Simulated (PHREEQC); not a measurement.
Spent oxide etchant (model solution)

Dissolve 20 mmol/kgw NH4HF2, 3.1 mmol/kgw H2SiF6 and 9.8 mmol/kgw H3BO3 at 34 °C. Closed to the air; pH follows from the charge balance.

Computed with PHREEQC (ion-association model, phreeqc.dat).

Each row changes one thing in this solution. No solid was allowed to form.

```csv
case,pH,ionic strength (mol/kgw),BF4- (mol/kgw),F- (mol/kgw),HF (mol/kgw),H3BO3 (mol/kgw)
as made,3.47,0.0235,0.00674,0.00577,0.00295,0.00142
NH4HF2 left out,2.33,0.00618,0.00179,0.000365,0.00274,0.00753
NH4HF2 from 0.02 to 0.002 mol/kgw,2.41,0.00781,[?],[?],0.00279,0.00708
diluted 5-fold with water,[?],0.00516,0.000743,0.00242,0.00218,0.000938
H2SiF6 replaced by NaBF4 at the same molality,[?],0.0232,0.00744,[?],0.00200,0.00231
```

Question: What belongs in the gaps?

Answer: 
- NH4HF2 from 0.02 to 0.002 mol/kgw, BF4- (mol/kgw): 0.00215
- NH4HF2 from 0.02 to 0.002 mol/kgw, F- (mol/kgw): 0.000443
- diluted 5-fold with water, pH: 3.26
- H2SiF6 replaced by NaBF4 at the same molality, pH: 3.97
- H2SiF6 replaced by NaBF4 at the same molality, F- (mol/kgw): 0.0125

Species that the database lacks are ignored. Some of these states are supersaturated (in Quartz (slow to form), Chalcedony (slow to form), for instance). SiF6-2 is the database's only silicon fluoride. Real BF4- forms and hydrolyses slowly; the run takes it at equilibrium.
